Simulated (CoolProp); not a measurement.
Carbon dioxide at several states: fugacity coefficient from the reference equation and from simpler models built on Tc = 304.1 K, pc = 7.377 MPa, ω = 0.224; each cubic takes its own stable root.

Values from CoolProp's reference Helmholtz-energy equation of state, Span 1996.

```json
[
 {"T (K)": "388", "p (MPa)": "1.75", "phase": "gas", "reference": "0.9651"},
 {"T (K)": "376.3", "p (MPa)": "13.8", "phase": "supercritical", "reference": "0.7240"},
 {"T (K)": "634.2", "p (MPa)": "0.333", "phase": "gas", "reference": "0.9994"},
 {"T (K)": "599.8", "p (MPa)": "0.772", "phase": "gas", "reference": "0.9980"}
]
```

Problem. How far does each simpler model (van der Waals, Redlich-Kwong, Soave-Redlich-Kwong, Peng-Robinson) lie from the reference over these 4 states: mean and median of the absolute difference, and the worst?

Solution. 
- van der Waals: mean 1.3 %, median 0.3 %, worst -4.6 % at 376.3 K and 13.8 MPa
- Redlich-Kwong: mean 0.9 %, median 0.3 %, worst -2.9 % at 376.3 K and 13.8 MPa
- Soave-Redlich-Kwong: mean 0.7 %, median 0.2 %, worst +2.4 % at 376.3 K and 13.8 MPa
- Peng-Robinson: mean 0.7 %, median 0.2 %, worst -2.4 % at 376.3 K and 13.8 MPa
